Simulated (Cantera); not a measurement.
A closed system holds: 1 mol Fe₂O₃, a varied amount of C, 0.1 mol CO, equilibrated at 1552 °C and 10.0 Pa.

Equilibrium computed with Cantera from the NASA thermochemical tables; the gas is ideal and each condensed phase is pure. Candidate condensed phases: C, Fe, Fe(CO)₅, FeO, Fe₂O₃, Fe₃O₄; 15 gas species. The tables' stoichiometric FeO is somewhat more stable than real wüstite, so its field is too wide. FeO: taken at fixed stoichiometry. The numbers say what is thermodynamically allowed, not how fast it happens.

What share of the Fe ends up in condensed phases as a function of n(C) (mol), at 0.64, 0.82, 1, 1.3, 1.7, 2.2, 2.8, 3.5?


| n(C) (mol) | Fe condensed (%) | as |
|---|---|---|
| 0.64 | 98.2 | FeO(l) |
| 0.82 | 94.4 | FeO(l) |
| 1 | 88.0 | FeO(l) |
| 1.3 | 74.0 | FeO(l) |
| 1.7 | 53.4 | FeO(l) |
| 2.2 | 26.7 | FeO(l) |
| 2.8 | 0.0 | - |
| 3.5 | 0.0 | - |
